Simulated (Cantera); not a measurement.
**Adiabatic ignition**

An adiabatic, constant-pressure homogeneous reactor starts with 5.85 % CH3OH, 14.6 % O2, 71.9 % N2, 7.60 % H2O, equivalence ratio 0.60, at 1548 K and 1.00 atm.

Model: GRI-Mech 3.0 (53 species, 325 reactions), integrated in Cantera. GRI-Mech 3.0 was tuned for natural gas; its chemistry of methanol as a main component is partial and can be far from experiment.

```tsv
t (s)	T (K)	x CH3OH	x O2	x H2O	x HO2	x HCO	x H2
2.00e-6	1548	0.0585	0.146	0.0760	1.09e-5	5.08e-10	8.60e-6
5.02e-6	1548	0.0584	0.146	0.0761	3.30e-5	1.87e-9	2.61e-5
1.26e-5	1548	0.0582	0.146	0.0761	9.66e-5	8.87e-9	8.27e-5
3.17e-5	1548	0.0575	0.146	0.0764	0.000299	8.59e-8	0.000360
7.96e-5	1558	0.0506	0.142	0.0801	0.00102	3.47e-6	0.00326
0.000200	2077	<1e-12	0.0625	0.156	1.19e-5	2.85e-8	0.0117
0.000502	2353	<1e-12	0.0574	0.175	5.16e-6	1.50e-9	0.00389
0.00126	2395	<1e-12	0.0565	0.178	5.37e-6	6.14e-10	0.00264
0.00317	2394	<1e-12	0.0563	0.178	5.36e-6	6.03e-10	0.00262
0.00796	2393	<1e-12	0.0559	0.178	5.30e-6	5.96e-10	0.00261
0.0200	2390	<1e-12	0.0549	0.178	5.18e-6	5.83e-10	0.00259
0.0502	2385	<1e-12	0.0534	0.178	5.02e-6	5.64e-10	0.00256
0.126	2382	<1e-12	0.0525	0.179	4.92e-6	5.53e-10	0.00255
0.317	2382	<1e-12	0.0525	0.179	4.91e-6	5.52e-10	0.00255
0.796	2382	<1e-12	0.0525	0.179	4.91e-6	5.52e-10	0.00255
2.00	2382	<1e-12	0.0525	0.179	4.91e-6	5.52e-10	0.00255
```
x: mole fraction; the columns are a selection and need not sum to one.

The time of steepest temperature rise comes out as 0.155 ms and the temperature at 2.00 s comes out as 2382 K. The equilibrium temperature is 2382 K, the x(CH3OH) at 2.00 s comes out as <1e-12 (gas-phase equilibrium <1e-12) and the x(O2) at 2.00 s is 0.0525 (gas-phase equilibrium 0.0525). The x(H2O) at 2.00 s is 0.179 (gas-phase equilibrium 0.179).
